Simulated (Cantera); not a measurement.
Standard-state values (1 bar) from the NASA 1993 polynomials, evaluated with Cantera. Values are per mole of reaction as written; species without (g) are pure solids or liquids, kept so even where they would boil at 1 bar.

### Question
Between 1075 and 1750 K, where is each reaction favourable under standard conditions?
- 2 Nb2O5 + 2 H(g) → 4 NbO2(g) + H2O2(g)

### Answer
- 2 Nb2O5 + 2 H(g) → 4 NbO2(g) + H2O2(g): ΔG° is 1602 kJ at 1075 K and 1152 kJ at 1750 K; it stays positive (K < 1). ΔH° is 2275 kJ and ΔS° 642 J/K at 1750 K.
